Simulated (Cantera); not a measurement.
Feed: 1 mol HF, 0.7 mol H₂O, 2.4 mol O₂, equilibrated at 0.130 bar.

These are equilibrium values from Cantera (NASA tables, ideal gas, pure condensed phases), not measurements of a reactor. Candidate condensed phases: H₂O; 22 gas species. Equilibrium is a limit: real reactors are often held back by kinetics, nucleation or transport. All values below are at 1823 K.

Base state: O₂ 0.584, HF 0.244, H₂O 0.169, OH 0.00222, O 0.000320, H₂ 4.09e-5 (mole fractions); condensed: gas only.

Problem. What changes in the equilibrium state with this change: HF replaced by CS₂?

Solution. 
```csv
species,before,after
SO₂,0,0.448
CO₂,0,0.182
H₂O,0.169,0.171
O₂,0.584,1.68e-6
HF,0.244,0
CO,0,0.101
S₂,0,0.0433
SO,0,0.0244
H₂,4.09e-5,0.0244
H₂S,0,0.00183
S₂O,0,0.00180
```
Further candidate phases: C, C₆H₆, C₇H₈, C₈H₁₈, H₂SO₄, S.
